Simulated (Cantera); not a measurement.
An adiabatic, constant-volume homogeneous reactor starts with CO : H2 : O2 : N2 = 1 : 0.61 : 1.96 : 7.38 (molar parts), equivalence ratio 0.41, at 1423 K and 0.330 bar. Integrator tolerance rtol = 1e-08.

Model: GRI-Mech 3.0 (53 species, 325 reactions), integrated in Cantera.

Problem. What does this change do: CO 1 to 0.47 parts?

Solution. 
```tsv
quantity	before	after
time of steepest temperature rise	85.7 µs	83.5 µs
temperature at 1.00 s	2491 K	2270 K
equilibrium temperature	2491 K	2270 K
x(CO) at 1.00 s	0.0125 (gas-phase equilibrium 0.0125)	0.00169 (gas-phase equilibrium 0.00169)
x(H2) at 1.00 s	0.00125 (gas-phase equilibrium 0.00125)	0.000391 (gas-phase equilibrium 0.000391)
x(O2) at 1.00 s	0.106 (gas-phase equilibrium 0.106)	0.136 (gas-phase equilibrium 0.136)
x(NO2) at 1.00 s	7.20e-6 (gas-phase equilibrium 7.20e-6)	7.60e-6 (gas-phase equilibrium 7.60e-6)
x(NO) at 1.00 s	0.0153 (gas-phase equilibrium 0.0153)	0.0115 (gas-phase equilibrium 0.0115)
x(CO2) at 1.00 s	0.0848 (gas-phase equilibrium 0.0848)	0.0457 (gas-phase equilibrium 0.0457)
x(N2O) at 1.00 s	5.96e-7 (gas-phase equilibrium 5.96e-7)	4.38e-7 (gas-phase equilibrium 4.38e-7)
```

Problem. What does this change do: pressure from 0.330 bar to 29.0 bar?

Solution. 
```csv
quantity,before,after
time of steepest temperature rise,85.7 µs,2.79 µs
temperature at 1.00 s,2491 K,2640 K
equilibrium temperature,2491 K,2640 K
x(CO) at 1.00 s,0.0125 (gas-phase equilibrium 0.0125),0.00312 (gas-phase equilibrium 0.00312)
x(H2) at 1.00 s,0.00125 (gas-phase equilibrium 0.00125),0.000285 (gas-phase equilibrium 0.000285)
x(O2) at 1.00 s,0.106 (gas-phase equilibrium 0.106),0.103 (gas-phase equilibrium 0.103)
x(NO2) at 1.00 s,7.20e-6 (gas-phase equilibrium 7.20e-6),7.46e-5 (gas-phase equilibrium 7.46e-5)
x(NO) at 1.00 s,0.0153 (gas-phase equilibrium 0.0153),0.0195 (gas-phase equilibrium 0.0195)
x(CO2) at 1.00 s,0.0848 (gas-phase equilibrium 0.0848),0.0951 (gas-phase equilibrium 0.0951)
x(N2O) at 1.00 s,5.96e-7 (gas-phase equilibrium 5.96e-7),7.30e-6 (gas-phase equilibrium 7.30e-6)
```
The hydrogen kinetics of GRI-Mech 3.0 are dated; newer H2 mechanisms differ, most at raised pressure. The pressure lies above the range GRI-Mech 3.0 was tuned for (to about 10 atm).

Problem. What does this change do: initial temperature 1423 to 1175 K?

Solution. 
| quantity | before | after |
|---|---|---|
| time of steepest temperature rise | 85.7 µs | 0.232 ms |
| temperature at 1.00 s | 2491 K | 2381 K |
| equilibrium temperature | 2491 K | 2381 K |
| x(CO) at 1.00 s | 0.0125 (gas-phase equilibrium 0.0125) | 0.00672 (gas-phase equilibrium 0.00672) |
| x(H2) at 1.00 s | 0.00125 (gas-phase equilibrium 0.00125) | 0.000698 (gas-phase equilibrium 0.000698) |
| x(O2) at 1.00 s | 0.106 (gas-phase equilibrium 0.106) | 0.107 (gas-phase equilibrium 0.107) |
| x(NO2) at 1.00 s | 7.20e-6 (gas-phase equilibrium 7.20e-6) | 7.20e-6 (gas-phase equilibrium 7.20e-6) |
| x(NO) at 1.00 s | 0.0153 (gas-phase equilibrium 0.0153) | 0.0126 (gas-phase equilibrium 0.0126) |
| x(CO2) at 1.00 s | 0.0848 (gas-phase equilibrium 0.0848) | 0.0911 (gas-phase equilibrium 0.0911) |
| x(N2O) at 1.00 s | 5.96e-7 (gas-phase equilibrium 5.96e-7) | 5.27e-7 (gas-phase equilibrium 5.27e-7) |
